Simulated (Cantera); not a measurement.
# Thermodynamics of fluorocarbon and chlorocarbon gases, feed c-C4F8 + F2 + HCl

Feed: 1 mol c-C4F8, 0.2 mol F2, 0.02 mol HCl, equilibrated at 3350 K.

Method: chemical equilibrium by Gibbs-energy minimisation in Cantera with the NASA 1993 tables (ideal gas, pure condensed phases). Candidate condensed phases: C, C6H6, C7H8, C8H18; 118 gas species. The feed counts by its element totals alone. Gases not in the tables: C2F6 and larger saturated fluorocarbons. Rates play no part.

```csv
P (Pa),log p F,log p CF2,log p C,log p CF,log p C3,log p C2,log p CF3,log p Cl,n C(graphite)
1,-5.17,-12.73,-5.50,-8.32,-9.54,-8.01,<-17,-7.79,0
10,-4.17,-9.75,-4.52,-6.35,-6.63,-6.07,-15.40,-6.79,0
100,-3.13,-6.94,-3.78,-4.57,-4.40,-4.58,-11.55,-5.74,0
1000,-2.11,-4.46,-3.35,-3.12,-3.10,-3.72,-8.06,-4.69,0
10000,-1.15,-2.23,-3.03,-1.84,-2.15,-3.08,-4.87,-3.64,0
100000,-0.29,-0.46,-3.00,-0.94,-2.06,-3.02,-2.24,-2.50,0.900
```
log p: log10 of the partial pressure in bar; n: condensed amount in mol.

From 1.00 Pa to 10000 Pa nothing is condensed. At 100000 Pa the condensed part is C(graphite). The main C-bearing gas is C at 1.00 Pa and CF2 at 100000 Pa.
